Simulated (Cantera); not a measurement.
Mixture: CH4 : H2 : O2 : N2 = 1 : 1.2 : 5 : 18.8 (molar parts), equivalence ratio 0.52, at 2.76 atm, adiabatic and at constant volume. Ignition delay is the time to a rise of 400 K.

Model: GRI-Mech 3.0 (53 species, 325 reactions), integrated in Cantera.

Question: What does this change do: pressure from 2.76 atm to 25.7 atm?

Answer: 
```json
[
 {"quantity": "delay at 1000 K", "before": "13.3 ms", "after": "10.1 ms"},
 {"quantity": "delay at 1100 K", "before": "0.823 ms", "after": "1.30 ms"},
 {"quantity": "delay at 1200 K", "before": "0.240 ms", "after": "0.220 ms"},
 {"quantity": "delay at 1300 K", "before": "0.103 ms", "after": "49.4 µs"},
 {"quantity": "delay at 1400 K", "before": "52.9 µs", "after": "16.3 µs"},
 {"quantity": "delay at 1500 K", "before": "30.6 µs", "after": "7.30 µs"},
 {"quantity": "delay at 1600 K", "before": "19.4 µs", "after": "3.90 µs"},
 {"quantity": "apparent activation energy between 1400 and 1600 K", "before": "94 kJ/mol", "after": "130 kJ/mol"}
]
```
The pressure lies above the range GRI-Mech 3.0 was tuned for (to about 10 atm).

Question: What does this change do: pressure from 2.76 atm to 9.38 atm?

Answer: 
```csv
quantity,before,after
delay at 1000 K,13.3 ms,16.0 ms
delay at 1100 K,0.823 ms,1.50 ms
delay at 1200 K,0.240 ms,0.196 ms
delay at 1300 K,0.103 ms,55.7 µs
delay at 1400 K,52.9 µs,24.2 µs
delay at 1500 K,30.6 µs,12.7 µs
delay at 1600 K,19.4 µs,7.45 µs
apparent activation energy between 1400 and 1600 K,94 kJ/mol,110 kJ/mol
```
